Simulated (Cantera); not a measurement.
Charge: 1 mol PbO, 0.42 mol H2, equilibrated at 750 Torr.

Method: chemical equilibrium by Gibbs-energy minimisation in Cantera with the NASA 1993 tables (ideal gas, pure condensed phases). Candidate condensed phases: H2O, Pb, PbO, PbO2, Pb3O4; 12 gas species. Each liquid is taken as pure. Mutual solubility and eutectic melting of coexisting phases are not modelled. Gases not in the tables: (PbO)n polymers. Equilibrium is a limit: real reactors are often held back by kinetics, nucleation or transport.

Which condensed phases are stable at each of these points (T (K)): 998, 1023, 1048, 1073, 1098, 1123, 1148, 1173, 1198, 1223, 1248, 1273, 1298?


| T (K) | condensed phases | Pb condensed (%) |
|---|---|---|
| 998 | Pb(l) + PbO(yellow) | 100.0 |
| 1023 | Pb(l) + PbO(yellow) | 100.0 |
| 1048 | Pb(l) + PbO(yellow) | 100.0 |
| 1073 | Pb(l) + PbO(yellow) | 100.0 |
| 1098 | Pb(l) + PbO(yellow) | 100.0 |
| 1123 | Pb(l) + PbO(yellow) | 100.0 |
| 1148 | Pb(l) + PbO(yellow) | 100.0 |
| 1173 | Pb(l) + PbO(l) | 100.0 |
| 1198 | Pb(l) + PbO(l) | 100.0 |
| 1223 | Pb(l) + PbO(l) | 100.0 |
| 1248 | Pb(l) + PbO(l) | 99.9 |
| 1273 | Pb(l) + PbO(l) | 99.9 |
| 1298 | Pb(l) + PbO(l) | 99.9 |

From 998 K to 1148 K the condensed part is Pb(l) + PbO(yellow). From 1173 K to 1298 K the condensed part is Pb(l) + PbO(l).
